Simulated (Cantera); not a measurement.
Cantera run:

```python
import numpy as np
import cantera as ct

gas_names = """
    H HNO HNO2 HNO3 HO2 H2 H2O H2O2 H2S H2SO4 N NH NH2 NH3 NH2OH NO NO2 NO3 N2 N2H2 N2H4 N2O O OH O2 O3
    S SH SN SO SO2 SO3 S2 S2O S8
""".split()
cond_names = """
    H2O(s) H2O(L) H2SO4(L) S(cr1) S(cr2) S(L)
""".split()


def load(file, names, dense=False):
    # The tables refer to 1 bar. Condensed volumes are neglected.
    table = {s.name: s for s in ct.Species.list_from_file(file)}
    out = []
    for n in names:
        d = dict(table[n].input_data)
        d["thermo"] = dict(d["thermo"], **{"reference-pressure": 1e5})
        if dense:
            d["equation-of-state"] = {"model": "constant-volume", "density": "1e6 g/cm^3"}
        out.append(ct.Species.from_dict(d))
    return out


gas = ct.Solution(thermo="ideal-gas", species=load("nasa_gas.yaml", gas_names))
cond = {s.name: ct.Solution(thermo="fixed-stoichiometry", species=[s], name=s.name)
        for s in load("nasa_condensed.yaml", cond_names, dense=True)}
atoms = {
    'NH3': {'N': 1, 'H': 3},
    'SO2': {'S': 1, 'O': 2},
}
top_T = {}  # K; cautious upper limits of use, not melting points


def equilibrate(T, P, feed):
    n = {}
    for name, mol in feed.items():
        for a, k in atoms[name].items():
            n[a] = n.get(a, 0.0) + k * mol
    gas.TPX = T, P, n
    mass = sum(n.values()) * gas.mean_molecular_weight
    gas.equilibrate("TP")
    valid = [c for c in cond.values() if c.min_temp <= T <= top_T.get(c.name, c.max_temp)]
    mix = ct.Mixture([(gas, mass / gas.mean_molecular_weight)] + [(c, 0.0) for c in valid])
    mix.T, mix.P = T, P
    mix.equilibrate("TP", solver="vcs", rtol=1e-11, max_steps=5000)
    return mix


results = []
feed = {'NH3': 1, 'SO2': 0.2}  # mol
P = 100000  # Pa
for T in [1673, 1873, 2073, 2273, 2473, 2673, 2873, 3073]:
    mix = equilibrate(T, P, feed)
    results.append((T, P, feed, dict(zip(mix.species_names, mix.species_moles))))

top = {s: max(r[3][s] / sum(r[3][g] for g in gas_names) for r in results) for s in gas_names}
cols = sorted((s for s in top if top[s] > 0.0001), key=lambda s: -top[s])[:6]
seen = [c for c in cond_names if any(r[3].get(c, 0) > 1e-12 for r in results)]
print("log10 of partial pressures in bar; condensed amounts in mol")
print(f"{'T/K':>10s}" + "".join(f"{s[:9]:>10s}" for s in cols + seen))
for T, P, feed, n in results:
    ng = sum(n[g] for g in gas_names)
    print(f"{T:10.4g}" + "".join(f"{np.log10(max(n[s] / ng * P / 1e5, 1e-99)):10.3f}" for s in cols)
          + "".join(f"{n.get(c, 0):10.4g}" for c in seen))
```

It prints:

```
log10 of partial pressures in bar; condensed amounts in mol
       T/K        H2        N2       H2O         H       H2S         S
      1673    -0.332    -0.607    -0.704    -4.110    -1.110    -4.620
      1873    -0.318    -0.612    -0.712    -3.349    -1.257    -3.754
      2073    -0.307    -0.616    -0.722    -2.733    -1.433    -3.111
      2273    -0.300    -0.621    -0.739    -2.226    -1.618    -2.619
      2473    -0.299    -0.627    -0.763    -1.801    -1.810    -2.239
      2673    -0.305    -0.636    -0.798    -1.443    -2.017    -1.952
      2873    -0.324    -0.650    -0.845    -1.140    -2.249    -1.745
      3073    -0.359    -0.670    -0.911    -0.886    -2.512    -1.607
```

Cantera equilibrium calculation (NASA polynomials, part measured and part estimated; ideal gas, pure solids and liquids).
